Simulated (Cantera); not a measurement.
## Thermodynamics of chlorosilane synthesis and conversion, feed Si + HCl + H₂

Charge: 1 mol Si, 0.88 mol HCl, 0.29 mol H₂, at 10000 Pa.

Method: chemical equilibrium by Gibbs-energy minimisation in Cantera with the NASA 1993 tables (ideal gas, pure condensed phases). Candidate condensed phases: Si; 19 gas species. The tables' values for SiCl₃ are old estimates; treat these amounts as uncertain. Kinetics and transport are ignored.

From 700 K to 925 K the condensed part is Si(s). The main Si-bearing gas is SiCl₄ throughout.

```tsv
T (K)	x H₂	x SiCl₄	x SiHCl₃	x HCl	x SiH₂Cl₂	n Si(s)
700	0.751	0.194	0.0530	0.000563	0.000951	0.767
725	0.751	0.195	0.0524	0.000861	0.000982	0.767
750	0.751	0.195	0.0518	0.00128	0.00101	0.768
775	0.751	0.195	0.0512	0.00185	0.00104	0.768
800	0.750	0.195	0.0507	0.00261	0.00106	0.768
825	0.750	0.195	0.0501	0.00361	0.00108	0.769
850	0.749	0.195	0.0495	0.00490	0.00110	0.769
875	0.748	0.195	0.0489	0.00652	0.00112	0.769
900	0.747	0.194	0.0483	0.00854	0.00114	0.770
925	0.745	0.194	0.0477	0.0110	0.00115	0.770
```
x: gas mole fraction; n: condensed amount in mol.
